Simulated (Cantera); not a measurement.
# Low-pressure radical oxidation in H2/O2

An isothermal, constant-pressure homogeneous reactor starts with 17.1 % H₂, 47.4 % O₂, 35.5 % N₂, at 1375 K and 15.0 Torr.

Cantera simulation using GRI-Mech 3.0 (53 species, 325 reactions); the numbers are that mechanism's predictions, not measurements. Radical loss at walls, strong at low pressure, is not modelled. The temperature is held fixed by assumption; the heat of reaction is taken as removed at once.

| t (s) | x H₂ | x O₂ | x H₂O | x HO₂ | x NO |
|---|---|---|---|---|---|
| 3.00e-5 | 0.171 | 0.474 | 1.88e-8 | 5.98e-8 | <1e-12 |
| 7.05e-5 | 0.171 | 0.474 | 2.09e-7 | 1.40e-7 | <1e-12 |
| 0.000166 | 0.171 | 0.474 | 4.89e-6 | 3.33e-7 | <1e-12 |
| 0.000389 | 0.168 | 0.472 | 0.00212 | 1.85e-6 | 2.92e-12 |
| 0.000915 | 0.0108 | 0.375 | 0.125 | 4.54e-6 | 2.55e-7 |
| 0.00215 | 0.00995 | 0.378 | 0.131 | 4.63e-6 | 1.18e-6 |
| 0.00505 | 0.00875 | 0.385 | 0.141 | 4.81e-6 | 2.84e-6 |
| 0.0119 | 0.00617 | 0.399 | 0.158 | 4.96e-6 | 4.86e-6 |
| 0.0279 | 0.00262 | 0.414 | 0.175 | 4.39e-6 | 6.00e-6 |
| 0.0656 | 0.000591 | 0.422 | 0.184 | 2.40e-6 | 6.22e-6 |
| 0.154 | 0.000107 | 0.424 | 0.186 | 7.56e-7 | 6.24e-6 |
| 0.362 | 2.29e-5 | 0.425 | 0.186 | 2.15e-7 | 6.25e-6 |
| 0.851 | 6.16e-6 | 0.425 | 0.186 | 8.14e-8 | 6.25e-6 |
| 2.00 | 2.02e-6 | 0.425 | 0.186 | 5.48e-8 | 6.25e-6 |
x: mole fraction; the columns are a selection and need not sum to one.

Equilibrium at this temperature and pressure: H₂ 6.23e-7, O₂ 0.425, H₂O 0.186, HO₂ 6.39e-8, NO 0.000630 (gas phase only).
